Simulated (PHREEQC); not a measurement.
# Ultrapure water in contact with air or piping (model solution)

A made-up water analysis in mg/L, 25 °C, pH 7.41, pe 11.8:

```
constituent                 mg/L
-----------------------  -------
Na                        0.0251
K                          0.194
Ca                         0.131
Mg                         0.118
Cl                          0.21
S(6) as SO4                0.619
Alkalinity as HCO3         0.189
Cd                       0.00968
Zn                       0.00233
O(0) (dissolved oxygen)  0.00677
Br                        0.0207
```

Valence states are taken as typed.

Computed with PHREEQC (ion-association model, wateq4f.dat).

No solid was allowed to form.

Problem. What charge-balance error does the model give?

Solution. charge-balance error 0.8 %.

Problem. In which forms is C present?

Solution. HCO3- 92 %, CO2 8.0 % of the C.
